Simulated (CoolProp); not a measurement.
Aqueous sodium chloride as a coolant, 4 % by mass, freezing at -2.4 °C, 1 atm.

Computed with CoolProp (Melinder's fits for secondary coolants).

```json
[
 {"T (°C)": "1.2", "cp (kJ/(kg K))": "3.966", "viscosity (mPa s)": "1.80", "density (kg/m³)": "1030", "conductivity (W/(m K))": "0.561"},
 {"T (°C)": "4.1", "cp (kJ/(kg K))": "3.967", "viscosity (mPa s)": "1.64", "density (kg/m³)": "1030", "conductivity (W/(m K))": "0.566"},
 {"T (°C)": "7.1", "cp (kJ/(kg K))": "3.968", "viscosity (mPa s)": "1.50", "density (kg/m³)": "1030", "conductivity (W/(m K))": "0.572"},
 {"T (°C)": "10.1", "cp (kJ/(kg K))": "3.969", "viscosity (mPa s)": "1.38", "density (kg/m³)": "1029", "conductivity (W/(m K))": "0.577"},
 {"T (°C)": "13", "cp (kJ/(kg K))": "3.970", "viscosity (mPa s)": "1.27", "density (kg/m³)": "1028", "conductivity (W/(m K))": "0.583"},
 {"T (°C)": "16", "cp (kJ/(kg K))": "3.972", "viscosity (mPa s)": "1.18", "density (kg/m³)": "1028", "conductivity (W/(m K))": "0.588"},
 {"T (°C)": "19", "cp (kJ/(kg K))": "3.974", "viscosity (mPa s)": "1.09", "density (kg/m³)": "1027", "conductivity (W/(m K))": "0.593"},
 {"T (°C)": "21.9", "cp (kJ/(kg K))": "3.976", "viscosity (mPa s)": "1.02", "density (kg/m³)": "1026", "conductivity (W/(m K))": "0.598"},
 {"T (°C)": "24.9", "cp (kJ/(kg K))": "3.978", "viscosity (mPa s)": "0.951", "density (kg/m³)": "1025", "conductivity (W/(m K))": "0.603"},
 {"T (°C)": "27.9", "cp (kJ/(kg K))": "3.980", "viscosity (mPa s)": "0.891", "density (kg/m³)": "1024", "conductivity (W/(m K))": "0.608"},
 {"T (°C)": "30.8", "cp (kJ/(kg K))": "3.983", "viscosity (mPa s)": "0.839", "density (kg/m³)": "1023", "conductivity (W/(m K))": "0.612"},
 {"T (°C)": "33.8", "cp (kJ/(kg K))": "3.986", "viscosity (mPa s)": "0.792", "density (kg/m³)": "1022", "conductivity (W/(m K))": "0.617"}
]
```
